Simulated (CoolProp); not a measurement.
Computed with CoolProp (reference Helmholtz-energy equation of state, Lemmon 2006). It is a short technical equation, of lower accuracy than the large ones.

**Question.** For hydrogen sulfide, give the phase and the Z, cp (kJ/(kg K)), isothermal compressibility (1/MPa), fugacity coefficient at 369.55 °C and 129 bar; 369.55 °C and 193 bar; 369.55 °C and 257 bar.

**Answer.** 
- 369.55 °C and 129 bar: supercritical; Z 0.944, cp 1.34, isothermal compressibility 0.0812, fugacity coefficient 0.941
- 369.55 °C and 193 bar: supercritical; Z 0.925, cp 1.43, isothermal compressibility 0.0545, fugacity coefficient 0.917
- 369.55 °C and 257 bar: supercritical; Z 0.913, cp 1.52, isothermal compressibility 0.0404, fugacity coefficient 0.896
